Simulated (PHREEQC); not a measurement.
**Copper plating or etch bath**

A solution holds 0.06 mol Cu(BF4)2, 0.027 mol H2SO4 and 0.065 mol H3BO3 per kg of water, at 25 °C. Closed to the air; pH follows from the charge balance.

The numbers come from PHREEQC with the ion-association model, wateq4f.dat.

Each row changes one thing in this solution. This is a speciation only: nothing precipitates in the calculation.

```json
[
 {"case": "as made", "pH": "1.45", "ionic strength (mol/kgw)": "0.209", "BF4- (mol/kgw)": "0.112", "H3BO3 (mol/kgw)": "0.0638", "HSO4- (mol/kgw)": "0.0111", "SO4-2 (mol/kgw)": "0.00817"},
 {"case": "diluted 10-fold with water", "pH": "2.35", "ionic strength (mol/kgw)": "0.0228", "BF4- (mol/kgw)": "0.00996", "H3BO3 (mol/kgw)": "0.00706", "HSO4- (mol/kgw)": "0.000465", "SO4-2 (mol/kgw)": "0.00165"},
 {"case": "temperature from 25 to 10 °C", "pH": "1.44", "ionic strength (mol/kgw)": "0.211", "BF4- (mol/kgw)": "0.113", "H3BO3 (mol/kgw)": "0.0636", "HSO4- (mol/kgw)": "0.00973", "SO4-2 (mol/kgw)": "0.00920"},
 {"case": "Cu(BF4)2 replaced by H2SiF6 at the same molality", "pH": "0.95", "ionic strength (mol/kgw)": "0.186", "BF4- (mol/kgw)": "0.0270", "H3BO3 (mol/kgw)": "0.0361", "HSO4- (mol/kgw)": "0.0221", "SO4-2 (mol/kgw)": "0.00492"},
 {"case": "temperature from 25 to 5 °C", "pH": "1.43", "ionic strength (mol/kgw)": "0.211", "BF4- (mol/kgw)": "0.113", "H3BO3 (mol/kgw)": "0.0635", "HSO4- (mol/kgw)": "0.00934", "SO4-2 (mol/kgw)": "0.00953"},
 {"case": "H2SO4 from 0.027 to 0.0405 mol/kgw", "pH": "1.31", "ionic strength (mol/kgw)": "0.224", "BF4- (mol/kgw)": "0.113", "H3BO3 (mol/kgw)": "0.0641", "HSO4- (mol/kgw)": "0.0202", "SO4-2 (mol/kgw)": "0.0109"},
 {"case": "H3BO3 from 0.065 to 0.013 mol/kgw", "pH": "1.47", "ionic strength (mol/kgw)": "0.207", "BF4- (mol/kgw)": "0.114", "H3BO3 (mol/kgw)": "0.0135", "HSO4- (mol/kgw)": "0.0109", "SO4-2 (mol/kgw)": "0.00827"},
 {"case": "H2SO4 from 0.027 to 0.0243 mol/kgw", "pH": "1.49", "ionic strength (mol/kgw)": "0.206", "BF4- (mol/kgw)": "0.112", "H3BO3 (mol/kgw)": "0.0637", "HSO4- (mol/kgw)": "0.00947", "SO4-2 (mol/kgw)": "0.00756"},
 {"case": "H3BO3 left out", "pH": "1.48", "ionic strength (mol/kgw)": "0.206", "BF4- (mol/kgw)": "0.114", "H3BO3 (mol/kgw)": "0.00239", "HSO4- (mol/kgw)": "0.0107", "SO4-2 (mol/kgw)": "0.00837"}
]
```

Some of these states are supersaturated (in SiO2(a), Quartz (slow to form), for instance). Away from 25 °C the constants follow the database's enthalpies or fits; those with neither stay at their 25 °C values. Real BF4- forms and hydrolyses slowly; the run takes it at equilibrium.
